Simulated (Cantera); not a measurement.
A closed system holds: 1 mol CaO, 19 mol HBr, 8.6 mol O2, at 1525 K and 0.000300 bar.

Method: chemical equilibrium by Gibbs-energy minimisation in Cantera with the NASA 1993 tables (ideal gas, pure condensed phases). Candidate condensed phases: Br2, Ca, CaBr2, CaO, Ca(OH)2, H2O; 19 gas species. Equilibrium is a limit: real reactors are often held back by kinetics, nucleation or transport.

Base state: Br 0.525, H2O 0.276, O2 0.139, HBr 0.0445, CaBr2 0.0137, OH 0.00110, Br2 0.000711, O 0.000122 (mole fractions); condensed: CaO(s).

Task: What changes in the equilibrium state with this change: pressure from 0.000300 bar to 0.00133 bar?

Result: 
```csv
species,before,after
Br,0.525,0.491
H2O,0.276,0.272
O2,0.139,0.149
HBr,0.0445,0.0590
CaBr2,0.0137,0.0243
Br2,0.000711,0.00277
H,1.45e-5,4.62e-6
H2,0.000112,5.08e-5
"CaO(s), mol",0.566,0.235
```
